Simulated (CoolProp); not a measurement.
The fluid at 233.64 K and 0.246 MPa is throttled through a valve to 0.171 MPa with no heat exchange. The same conditions are run with several fluids, on thermodynamics alone (safety and materials aside).

Model: reference Helmholtz-energy equation of state of each fluid (carbon monoxide: Lemmon 2006; nitrogen: Span 2000; fluorine: de Reuck 1990; methane: Setzmann 1991; hydrogen chloride: Thol 2018), in CoolProp.

```tsv
fluid	temperature change (K)	final density (kg/m³)
carbon monoxide	-0.3	2.47
nitrogen	-0.3	2.47
fluorine	[?]	[?]
methane	[?]	[?]
hydrogen chloride	[?]	[?]
```

Task: Some entries are withheld; supply them.

Result: 
- fluorine, temperature change (K): -0.2
- fluorine, final density (kg/m³): 3.36
- methane, temperature change (K): -0.5
- methane, final density (kg/m³): 1.43
- hydrogen chloride, temperature change (K): -2.3
- hydrogen chloride, final density (kg/m³): 3.32
